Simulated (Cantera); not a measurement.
Source: NASA polynomial tables (part measured, part estimated), evaluated in Cantera. Values are per mole of reaction as written; species without (g) are pure solids or liquids, kept so even where they would boil at 1 bar. ZrN: taken at fixed stoichiometry.

ZrN + 3 NO₂(g) = 4 NO(g) + ZrO₂

```
T (K)  ΔH° (kJ)  ΔS° (J/K)  ΔG° (kJ)  log10 K          condensed phases
-----  --------  ---------  --------  -------  ------------------------
300      -469.7      134.1    -509.9    88.78  ZrN(s), ZrO₂(monoclinic)
1900     -462.9      147.8    -743.7    20.45  ZrN(s), ZrO₂(tetragonal)
2000     -464.2      147.1    -758.5    19.81  ZrN(s), ZrO₂(tetragonal)
2100     -465.7      146.4    -773.1    19.23  ZrN(s), ZrO₂(tetragonal)
2200        ___        ___       ___      ___  ZrN(s), ZrO₂(tetragonal)
2300        ___        ___       ___      ___  ZrN(s), ZrO₂(tetragonal)
2400     -470.7      144.2    -816.7    17.78  ZrN(s), ZrO₂(tetragonal)
2500        ___        ___       ___      ___  ZrN(s), ZrO₂(tetragonal)
2600        ___        ___       ___      ___  ZrN(s), ZrO₂(tetragonal)
```

Question: Some entries are withheld; supply them.

Answer: 
- 2200, ΔH° (kJ): -467.2
- 2200, ΔS° (J/K): 145.7
- 2200, ΔG° (kJ): -787.7
- 2200, log10 K: 18.70
- 2300, ΔH° (kJ): -468.9
- 2300, ΔS° (J/K): 144.9
- 2300, ΔG° (kJ): -802.3
- 2300, log10 K: 18.22
- 2500, ΔH° (kJ): -472.6
- 2500, ΔS° (J/K): 143.4
- 2500, ΔG° (kJ): -831.1
- 2500, log10 K: 17.36
- 2600, ΔH° (kJ): -474.6
- 2600, ΔS° (J/K): 142.6
- 2600, ΔG° (kJ): -845.4
- 2600, log10 K: 16.98
